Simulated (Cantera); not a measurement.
What does this Cantera script print?

```python
import numpy as np
import cantera as ct

gas = ct.Solution("gri30.yaml")
gas.TPX = 625, 1000000, {'CH4': 1, 'O2': 5, 'N2': 18.8, 'H2O': 6.4}
inlet = ct.Reservoir(gas, clone=True)
gas.equilibrate("HP")  # start burning
reactor = ct.IdealGasConstPressureReactor(gas, energy="on", clone=False)
exhaust = ct.Reservoir(gas, clone=True)
tau = [0.048, 0.02, 0.008, 0.0032, 0.0013, 0.00053, 0.00022, 8.7e-05, 3.5e-05, 1.4e-05][0]
for a, b in ((inlet, reactor), (reactor, exhaust)):
    ct.MassFlowController(a, b, mdot=lambda t: reactor.mass / tau)
net = ct.ReactorNet([reactor])
show = ['CH4', 'O2', 'H2O', 'OH', 'C2H', 'HCO', 'CH2O']

rows = []
print(f"{'tau/s':>10s}{'T/K':>9s}" + "".join(f"{s:>11s}" for s in show))
for tau in [0.048, 0.02, 0.008, 0.0032, 0.0013, 0.00053, 0.00022, 8.7e-05, 3.5e-05, 1.4e-05]:
    net.initial_time = 0.0
    net.advance(30 * tau)
    before = gas.X
    net.advance(40 * tau)
    drift = np.max(np.abs(gas.X - before) / (gas.X + 1e-9))
    rows.append([gas.T, *gas[show].X, drift])
    print(f"{tau:10.3e}{gas.T:9.1f}" + "".join(f"{x:11.3e}" for x in gas[show].X))
```

Output:

```
     tau/s      T/K        CH4         O2        H2O         OH        C2H        HCO       CH2O
 4.800e-02   1303.6  6.665e-04  9.910e-02  2.672e-01  5.109e-06  9.205e-13  3.696e-09  5.817e-05
 2.000e-02    625.0  3.205e-02  1.603e-01  2.051e-01  4.832e-19 -2.811e-42  3.553e-28  3.360e-15
 8.000e-03    625.0  3.205e-02  1.603e-01  2.051e-01  1.934e-19 -5.386e-43  5.759e-29  5.446e-16
 3.200e-03    625.0  3.205e-02  1.603e-01  2.051e-01  7.734e-20  1.601e-47  9.119e-30  8.628e-17
 1.300e-03    625.0  3.205e-02  1.603e-01  2.051e-01  3.094e-20 -9.449e-50  1.569e-30  1.485e-17
 5.300e-04    625.0  3.205e-02  1.603e-01  2.051e-01  1.302e-20 -5.279e-53  2.512e-31  2.377e-18
 2.200e-04    625.0  3.205e-02  1.603e-01  2.051e-01  5.554e-21 -1.117e-56  4.336e-32  4.103e-19
 8.700e-05    625.0  3.205e-02  1.603e-01  2.051e-01  2.351e-21 -5.923e-60  6.856e-33  6.488e-20
 3.500e-05    625.0  3.205e-02  1.603e-01  2.051e-01  1.098e-21 -1.288e-62  1.144e-33  1.083e-20
 1.400e-05    625.0  3.205e-02  1.603e-01  2.051e-01  5.802e-22 -8.504e-65  1.816e-34  1.718e-21
```

Computed with Cantera and GRI-Mech 3.0 (53 species, 325 reactions).
